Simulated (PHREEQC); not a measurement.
Consider water at 25 °C with 0.051 mol/kgw CuCl2, 0.00089 mol/kgw NaOH, 0.012 mol/kgw Al2(SO4)3 and 0.0017 mol/kgw HNO3. Closed to the air; pH follows from the charge balance.

All values are PHREEQC results (ion-association model, phreeqc.dat), not measurements.

```
Quantity                 Result
----------------  -------------
pH                         3.28
ionic strength    0.198 mol/kgw
density             1.007 g/cm³
total alkalinity  -0.810 meq/kg
```

| species | molality | activity | log γ |
|---|---|---|---|
| Cl- | 0.0984 | 0.0705 | -0.145 |
| Cu+2 | 0.0396 | 0.0130 | -0.483 |
| AlSO4+ | 0.0144 | 0.0105 | -0.137 |
| SO4-2 | 0.0106 | 0.00312 | -0.532 |
| Al+3 | 0.00811 | 0.00106 | -0.882 |
| CuSO4 | 0.00791 | 0.00828 | 0.020 |
| CuCl+ | 0.00343 | 0.00247 | -0.143 |

Precipitation was switched off in this run. Species that the database lacks are ignored.
